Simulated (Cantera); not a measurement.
**Stirred combustor or abatement burner**

A perfectly stirred reactor is fed with 10.4 % CH₄, 18.8 % O₂, 70.8 % N₂, equivalence ratio 1.1, at 7.90 atm; it is adiabatic with a 325 K inlet, and is followed from long to short residence time, starting on the burning branch (τ in s: 0.37, 0.12, 0.04, 0.013, 0.0043, 0.0014, 0.00046, 0.00015, 5e-05, 1.6e-05, 5.3e-06).

Detailed kinetics in Cantera: GRI-Mech 3.0 (53 species, 325 reactions).

```json
[
 {"τ (s)": "0.37", "T (K)": "2243", "x CH₄": "2.11e-6", "x O₂": "9.32e-5", "x N₂O": "3.88e-8", "x H₂O₂": "1.99e-8", "x NO": "0.000252", "x H": "0.000292"},
 {"τ (s)": "0.12", "T (K)": "2242", "x CH₄": "5.57e-6", "x O₂": "0.000129", "x N₂O": "4.34e-8", "x H₂O₂": "2.39e-8", "x NO": "0.000261", "x H": "0.000318"},
 {"τ (s)": "0.040", "T (K)": "2239", "x CH₄": "1.24e-5", "x O₂": "0.000216", "x N₂O": "5.38e-8", "x H₂O₂": "3.36e-8", "x NO": "0.000278", "x H": "0.000376"},
 {"τ (s)": "0.013", "T (K)": "2234", "x CH₄": "2.42e-5", "x O₂": "0.000417", "x N₂O": "7.50e-8", "x H₂O₂": "5.63e-8", "x NO": "0.000303", "x H": "0.000492"},
 {"τ (s)": "0.0043", "T (K)": "2224", "x CH₄": "4.31e-5", "x O₂": "0.000832", "x N₂O": "1.11e-7", "x H₂O₂": "1.02e-7", "x NO": "0.000328", "x H": "0.000689"},
 {"τ (s)": "0.0014", "T (K)": "2207", "x CH₄": "7.83e-5", "x O₂": "0.00166", "x N₂O": "1.62e-7", "x H₂O₂": "1.86e-7", "x NO": "0.000339", "x H": "0.00100"},
 {"τ (s)": "0.00046", "T (K)": "2179", "x CH₄": "0.000153", "x O₂": "0.00321", "x N₂O": "2.19e-7", "x H₂O₂": "3.23e-7", "x NO": "0.000320", "x H": "0.00147"},
 {"τ (s)": "0.00015", "T (K)": "2133", "x CH₄": "0.000348", "x O₂": "0.00612", "x N₂O": "2.64e-7", "x H₂O₂": "5.42e-7", "x NO": "0.000257", "x H": "0.00206"},
 {"τ (s)": "5.0e-5", "T (K)": "325", "x CH₄": "0.104", "x O₂": "0.188", "x N₂O": "<1e-12", "x H₂O₂": "<1e-12", "x NO": "<1e-12", "x H": "<1e-12"},
 {"τ (s)": "1.6e-5", "T (K)": "325", "x CH₄": "0.104", "x O₂": "0.188", "x N₂O": "<1e-12", "x H₂O₂": "<1e-12", "x NO": "<1e-12", "x H": "<1e-12"},
 {"τ (s)": "5.3e-6", "T (K)": "325", "x CH₄": "0.104", "x O₂": "0.188", "x N₂O": "<1e-12", "x H₂O₂": "<1e-12", "x NO": "<1e-12", "x H": "<1e-12"}
]
```
x: mole fraction; the columns are a selection and need not sum to one.
